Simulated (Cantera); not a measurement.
Gas activation for diamond growth

An isothermal, constant-pressure homogeneous reactor starts with CH4 : H2 : CO2 = 0.024 : 1 : 0.0023 (molar parts), at 2148 K and 0.0460 bar.

Computed with Cantera and GRI-Mech 3.0 (53 species, 325 reactions). GRI-Mech 3.0 stops at C3 and has no aromatics, soot or wall deposition, so with more carbon than oxygen in the feed, carbon stays in small species such as C2H2 where larger ones or solid carbon would form. Radical loss at walls, strong at low pressure, is not modelled.

```
t (s)        x CH4   x H2     x CO2     x CH3      x OH
--------  --------  -----  --------  --------  --------
0.000200    0.0229  0.973   0.00222  0.000494   9.04e-8
0.000472    0.0221  0.972   0.00211   0.00111   2.37e-7
0.00111     0.0200  0.969   0.00162   0.00221   7.74e-7
0.00263     0.0142  0.967  0.000501   0.00264   2.27e-6
0.00621    0.00651  0.968   1.19e-5   0.00152   3.27e-6
0.0147     0.00214  0.969   9.49e-7  0.000589   3.64e-6
0.0346    0.000673  0.968   9.12e-7  0.000213   3.64e-6
0.0818    0.000308  0.967   7.68e-7  0.000108   2.83e-6
0.193     0.000184  0.966   3.90e-7   6.83e-5   1.24e-6
0.456      7.80e-5  0.966   5.33e-8   2.97e-5   1.56e-7
1.08       3.17e-5  0.966  3.97e-10   1.21e-5   1.15e-9
2.54       2.95e-5  0.966  4.81e-12   1.13e-5  1.40e-11
6.00       2.95e-5  0.966  4.81e-12   1.13e-5  1.40e-11
```
x: mole fraction; the columns are a selection and need not sum to one.

Equilibrium at this temperature and pressure: CH4 2.96e-5, H2 0.966, CO2 4.83e-12, CH3 1.13e-5, OH 1.41e-11 (gas phase only).
